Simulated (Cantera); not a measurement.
What does this Cantera script print?

```python
import numpy as np
import cantera as ct

gas_names = """
    B BO BO2 B2 B2O B2O2 B2O3 O O2 O3
""".split()
cond_names = """
    B(b) B(L) B2O3(L)
""".split()


# ... load() reads the species with a 1 bar reference pressure and builds the phases ...
atoms = {
    'B': {'B': 1},
    'O2': {'O': 2},
}
top_T = {}  # K; cautious upper limits of use, not melting points


# ... equilibrate(T, P, feed) seeds the gas with the atoms and calls Mixture.equilibrate('TP', solver="vcs", rtol=1e-11, max_steps=5000) ...
results = []
feed = {'B': 1, 'O2': 6}  # mol
P = 3400  # Pa
for T in [1448, 1548, 1648, 1748, 1848, 1948, 2048, 2148, 2248]:
    mix = equilibrate(T, P, feed)
    results.append((T, P, feed, dict(zip(mix.species_names, mix.species_moles))))

top = {s: max(r[3][s] / sum(r[3][g] for g in gas_names) for r in results) for s in gas_names}
cols = sorted((s for s in top if top[s] > 1e-06), key=lambda s: -top[s])[:9]
seen = [c for c in cond_names if any(r[3].get(c, 0) > 1e-12 for r in results)]
print("log10 of partial pressures in bar; condensed amounts in mol")
print(f"{'T/K':>10s}" + "".join(f"{s[:9]:>10s}" for s in cols + seen))
for T, P, feed, n in results:
    ng = sum(n[g] for g in gas_names)
    print(f"{T:10.4g}" + "".join(f"{np.log10(max(n[s] / ng * P / 1e5, 1e-99)):10.3f}" for s in cols)
          + "".join(f"{n.get(c, 0):10.4g}" for c in seen))
```

Output:

```
log10 of partial pressures in bar; condensed amounts in mol
       T/K        O2      B2O3       BO2         O        BO      B2O2   B2O3(L)
      1448    -1.469    -5.143    -5.738    -6.444   -11.467   -14.828    0.4987
      1548    -1.469    -4.251    -4.975    -5.852   -10.058   -13.049    0.4905
      1648    -1.474    -3.473    -4.309    -5.333    -8.824   -11.491    0.4436
      1748    -1.493    -2.789    -3.726    -4.881    -7.730   -10.108    0.2198
      1848    -1.511    -2.561    -3.397    -4.478    -6.947    -9.256         0
      1948    -1.513    -2.580    -3.210    -4.109    -6.359    -8.722         0
      2048    -1.516    -2.606    -3.046    -3.776    -5.835    -8.249         0
      2148    -1.521    -2.641    -2.903    -3.475    -5.365    -7.831         0
      2248    -1.528    -2.686    -2.781    -3.202    -4.944    -7.462         0
```

Equilibrium computed with Cantera from the NASA thermochemical tables; the gas is ideal and each condensed phase is pure.
